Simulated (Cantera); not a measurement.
# Adiabatic ignition

An adiabatic, constant-volume homogeneous reactor starts with CH₄ : O₂ : N₂ = 1 : 5.41 : 20.3 (molar parts), at 1000 K and 9.87 atm.

Model: GRI-Mech 3.0 (53 species, 325 reactions), integrated in Cantera.

```csv
t (s),T (K),P (bar),x CH₄,x O₂,x CH₂O,x H,x C₂H₆
4.00e-6,1000,10.0,0.0374,0.203,<1e-12,<1e-12,<1e-12
1.19e-5,1000,10.0,0.0374,0.203,5.82e-12,<1e-12,<1e-12
3.56e-5,1000,10.0,0.0374,0.203,5.26e-11,<1e-12,<1e-12
0.000106,1000,10.0,0.0374,0.203,4.73e-10,<1e-12,<1e-12
0.000317,1000,10.0,0.0374,0.203,4.40e-9,<1e-12,2.27e-11
0.000948,1000,10.0,0.0374,0.203,4.46e-8,<1e-12,7.55e-10
0.00283,1000,10.0,0.0374,0.203,5.35e-7,3.75e-12,3.19e-8
0.00844,1000,10.0,0.0374,0.203,5.22e-6,1.69e-11,6.52e-7
0.0252,1000,10.0,0.0374,0.202,3.95e-5,8.61e-11,6.27e-6
0.0752,2047,20.5,<1e-12,0.127,<1e-12,2.16e-6,<1e-12
0.224,2041,20.4,<1e-12,0.126,<1e-12,2.03e-6,<1e-12
0.670,2032,20.3,<1e-12,0.125,<1e-12,1.86e-6,<1e-12
2.00,2029,20.3,<1e-12,0.124,<1e-12,1.82e-6,<1e-12
```
x: mole fraction; the columns are a selection and need not sum to one.

The time of steepest temperature rise comes out as 66.1 ms and the temperature at 2.00 s comes out as 2029 K. The equilibrium temperature is 2029 K, the x(CH₄) at 2.00 s is <1e-12 (gas-phase equilibrium <1e-12) and the x(O₂) at 2.00 s comes out as 0.124 (gas-phase equilibrium 0.124). The x(CH₂O) at 2.00 s comes out as <1e-12 (gas-phase equilibrium <1e-12).
